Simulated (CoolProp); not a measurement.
Saturation properties of hexamethyldisiloxane (MM).

Model: reference Helmholtz-energy equation of state, Thol 2016, in CoolProp.

```json
[
 {"T (K)": "340.5", "p (MPa)": "0.03447", "enthalpy of vaporisation (kJ/kg)": "209.3", "vapour Z": "0.9704"},
 {"T (K)": "359.5", "p (MPa)": "0.06587", "enthalpy of vaporisation (kJ/kg)": "200.0", "vapour Z": "0.9532"},
 {"T (K)": "378.6", "p (MPa)": "0.1167", "enthalpy of vaporisation (kJ/kg)": "190.1", "vapour Z": "0.9299"},
 {"T (K)": "397.6", "p (MPa)": "0.1932", "enthalpy of vaporisation (kJ/kg)": "179.5", "vapour Z": "0.9000"},
 {"T (K)": "416.6", "p (MPa)": "0.3032", "enthalpy of vaporisation (kJ/kg)": "167.8", "vapour Z": "0.8624"},
 {"T (K)": "435.7", "p (MPa)": "0.4564", "enthalpy of vaporisation (kJ/kg)": "154.7", "vapour Z": "0.8156"},
 {"T (K)": "454.7", "p (MPa)": "0.6610", "enthalpy of vaporisation (kJ/kg)": "139.8", "vapour Z": "0.7582"},
 {"T (K)": "473.7", "p (MPa)": "0.9295", "enthalpy of vaporisation (kJ/kg)": "121.8", "vapour Z": "0.6868"},
 {"T (K)": "492.8", "p (MPa)": "1.279", "enthalpy of vaporisation (kJ/kg)": "98.33", "vapour Z": "0.5939"}
]
```

It boils at 373.7 K under 1 atm.
